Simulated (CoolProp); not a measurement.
Saturated liquid density (kg/m³) of methanol: the reference equation beside estimates from Tc = 240.2 °C, pc = 8.216 MPa, ω = 0.565. Rackett uses Z = 0.29056 − 0.08775 ω.

Values from CoolProp's reference Helmholtz-energy equation of state, de Reuck 1993.

```tsv
T (°C)	reference	Rackett	van der Waals	Redlich-Kwong	Soave-Redlich-Kwong	Peng-Robinson
94.65	716.9	690.6	346.9	501.3	547.4	618.8
101.65	709.1	681.1	342.5	493.4	540.0	610.8
108.75	700.9	671.2	338.0	485.3	532.3	602.3
115.75	692.5	661.3	333.3	476.9	524.2	593.4
122.85	683.7	650.9	328.5	468.2	515.6	584.0
129.85	674.7	640.4	323.5	459.3	506.8	574.2
136.85	665.2	629.6	318.4	450.1	497.4	563.8
143.95	655.2	618.3	313.0	440.4	487.5	552.7
```

Absolute difference from the reference over all 8 rows, mean and median: Rackett 4.7 and 4.7 %, van der Waals 51.9 and 51.9 %, Redlich-Kwong 31.4 and 31.3 %, Soave-Redlich-Kwong 24.5 and 24.4 %, Peng-Robinson 14.5 and 14.4 %.
